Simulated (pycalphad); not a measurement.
Computed with pycalphad from the COST 507 light-alloy database (1999), at 1 atm. The data set is of 1999 and partly superseded. Phase fractions are per mole of atoms. Diffusion is slow at the low end, where real alloys seldom reach equilibrium.

### Question
Give the equilibrium state of Si-15.56Y (wt.%) at 417 °C.

### Answer
```
T = 690.00 K, P = 101325 Pa, N = 1 mol of atoms
G = -28990 J/mol, H = -2936 J/mol, S = 37.76 J/(mol K)  (SER reference)
chemical potentials (J/mol): Si -17103, Y -233222
phase             fraction      x(Si)       x(Y)
DIAMOND_A4          0.8350     1.0000       none
SI2Y_R              0.1650     0.6667     0.3333
```

### Question
Give the equilibrium state of Si-15.56Y (wt.%) at 1297 °C.

### Answer
```
T = 1570.00 K, P = 101325 Pa, N = 1 mol of atoms
G = -74673 J/mol, H = 55945 J/mol, S = 83.20 J/(mol K)  (SER reference)
chemical potentials (J/mol): Si -61101, Y -307866
phase             fraction      x(Si)       x(Y)
LIQUID              0.6515     0.9156     0.0844
DIAMOND_A4          0.3485     1.0000       none
```

Database names, with the compositions (at.%) that they take in these runs: SI2Y_R: Si 67 Y 33. DIAMOND_A4 is diamond (Si). An entry "none" or "no" means that the model of the phase leaves that element out.
